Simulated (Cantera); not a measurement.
What does this Cantera script print?

```python
import numpy as np
import cantera as ct

gas = ct.Solution("gri30.yaml")
gas.TPX = 1100, 100000, {'H2': 0.81, 'O2': 1, 'N2': 1.1}
inlet = ct.Reservoir(gas, clone=True)

reactor = ct.IdealGasConstPressureReactor(gas, energy="off", clone=False)
exhaust = ct.Reservoir(gas, clone=True)
tau = [5.9, 0.98, 0.16, 0.027, 0.0045, 0.00074, 0.00012][0]
for a, b in ((inlet, reactor), (reactor, exhaust)):
    ct.MassFlowController(a, b, mdot=lambda t: reactor.mass / tau)
net = ct.ReactorNet([reactor])
show = ['H2', 'O2', 'NO', 'NO2', 'HO2']

rows = []
print(f"{'tau/s':>10s}{'T/K':>9s}" + "".join(f"{s:>11s}" for s in show))
for tau in [5.9, 0.98, 0.16, 0.027, 0.0045, 0.00074, 0.00012]:
    net.initial_time = 0.0
    net.advance(30 * tau)
    before = gas.X
    net.advance(40 * tau)
    drift = np.max(np.abs(gas.X - before) / (gas.X + 1e-9))
    rows.append([gas.T, *gas[show].X, drift])
    print(f"{tau:10.3e}{gas.T:9.1f}" + "".join(f"{x:11.3e}" for x in gas[show].X))
```

It prints:

```
     tau/s      T/K         H2         O2         NO        NO2        HO2
 5.900e+00   1100.0  9.787e-04  2.379e-01  3.522e-09  1.796e-08  2.134e-05
 9.800e-01   1100.0  3.082e-03  2.387e-01  3.740e-09  9.584e-09  5.209e-05
 1.600e-01   1100.0  1.020e-02  2.413e-01  2.386e-09  2.790e-09  1.191e-04
 2.700e-02   1100.0  2.960e-02  2.485e-01  2.147e-09  1.009e-09  2.280e-04
 4.500e-03   1100.0  5.196e-02  2.569e-01  5.828e-09  7.896e-10  3.305e-04
 7.400e-04   1100.0  6.334e-02  2.612e-01  2.745e-08  7.581e-10  3.754e-04
 1.200e-04   1100.0  9.192e-02  2.715e-01  9.502e-08  5.362e-10  3.903e-04
```

Model: GRI-Mech 3.0 (53 species, 325 reactions), integrated in Cantera. The temperature is held fixed by assumption; the heat of reaction is taken as removed at once.
